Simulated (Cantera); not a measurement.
A perfectly stirred reactor is fed with 33.3 % C2H6, 66.7 % N2, at 5400 Pa; it is held at 1550 K, and followed from long to short residence time.

Detailed kinetics in Cantera: GRI-Mech 3.0 (53 species, 325 reactions). GRI-Mech 3.0 stops at C3 and has no aromatics, soot or wall deposition, so with more carbon than oxygen in the feed, carbon stays in small species such as C2H2 where larger ones or solid carbon would form.

Q: Predict: x(C2H6) at τ = 4.70 s; x(CH2) at τ = 4.70 s; x(CH3) at τ = 4.70 s; x(C2H) at τ = 4.70 s; x(C2H4) at τ = 4.70 s; x(C2H6) at τ = 32.0 ms; x(CH2) at τ = 32.0 ms; x(CH3) at τ = 32.0 ms; x(C2H) at τ = 32.0 ms; x(C2H4) at τ = 32.0 ms.

A: 
* **x(C2H6) at τ = 4.70 s**: 5.61e-5
* **x(CH2) at τ = 4.70 s**: 8.34e-8
* **x(CH3) at τ = 4.70 s**: 0.000248
* **x(C2H) at τ = 4.70 s**: 1.99e-7
* **x(C2H4) at τ = 4.70 s**: 0.00108
* **x(C2H6) at τ = 32.0 ms**: 0.00441
* **x(CH2) at τ = 32.0 ms**: 1.44e-6
* **x(CH3) at τ = 32.0 ms**: 0.00232
* **x(C2H) at τ = 32.0 ms**: 4.31e-7
* **x(C2H4) at τ = 32.0 ms**: 0.0216
